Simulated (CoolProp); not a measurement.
A simple Rankine cycle with chlorine: condensing at 300.15 K, boiler at 6.36 MPa, turbine inlet 406.3 K, turbine efficiency 0.7, pump efficiency 0.6, no recuperator. Each further row changes one setting.

Values from CoolProp's reference Helmholtz-energy equation of state, Thol 2021.

```tsv
case	thermal efficiency (%)	net work (kJ/kg)	heat in (kJ/kg)	turbine exit temperature (K)	volume ratio over the turbine
as stated	12.8	29.1	227	300.1	7.65
turbine inlet 426.3 K	13.6	35.2	258	300.1	6.56
condensing temperature 292.15 K	13.9	32.6	235	292.2	9.40
boiler pressure 4.45 MPa	12.1	32.4	267	300.1	4.54
turbine efficiency 0.6	10.6	24.0	227	300.1	7.84
```

The expansion ends wet for: as stated; turbine inlet 426.3 K; condensing temperature 292.15 K; boiler pressure 4.45 MPa; turbine efficiency 0.6.
